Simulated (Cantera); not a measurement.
Equilibrium for chlorosilane synthesis and conversion: Si + Cl2 + H2

A closed system holds: 1 mol Si, 0.57 mol Cl2, 19 mol H2, equilibrated at 13300 Pa.

These are equilibrium values from Cantera (NASA tables, ideal gas, pure condensed phases), not measurements of a reactor. Candidate condensed phases: Si; 19 gas species. The tables' values for SiCl3 are old estimates; treat these amounts as uncertain. The numbers say what is thermodynamically allowed, not how fast it happens.

| T (K) | x H2 | x HCl | x SiCl2 | x SiCl4 | x SiHCl3 | x SiCl3 | x SiH2Cl2 | x H | n Si(s) |
|---|---|---|---|---|---|---|---|---|---|
| 1123 | 0.966 | 0.0234 | 0.00120 | 0.00494 | 0.00350 | 0.000691 | 0.000303 | 1.15e-7 | 0.794 |
| 1173 | 0.961 | 0.0295 | 0.00206 | 0.00349 | 0.00265 | 0.000855 | 0.000258 | 3.17e-7 | 0.819 |
| 1223 | 0.957 | 0.0350 | 0.00311 | 0.00216 | 0.00182 | 0.000919 | 0.000205 | 8.05e-7 | 0.840 |
| 1273 | 0.953 | 0.0392 | 0.00416 | 0.00116 | 0.00113 | 0.000859 | 0.000152 | 1.91e-6 | 0.854 |
| 1323 | 0.951 | 0.0418 | 0.00502 | 0.000559 | 0.000645 | 0.000716 | 0.000107 | 4.24e-6 | 0.862 |
| 1373 | 0.950 | 0.0431 | 0.00564 | 0.000254 | 0.000353 | 0.000556 | 7.28e-5 | 8.89e-6 | 0.866 |
| 1423 | 0.949 | 0.0437 | 0.00607 | 0.000114 | 0.000192 | 0.000419 | 4.94e-5 | 1.77e-5 | 0.866 |
| 1473 | 0.949 | 0.0439 | 0.00639 | 5.25e-5 | 0.000106 | 0.000313 | 3.39e-5 | 3.38e-5 | 0.865 |
x: gas mole fraction; n: condensed amount in mol.

From 1123 K to 1473 K the condensed part is Si(s). The main Si-bearing gas is SiCl4 at 1123 K and SiCl2 at 1473 K.
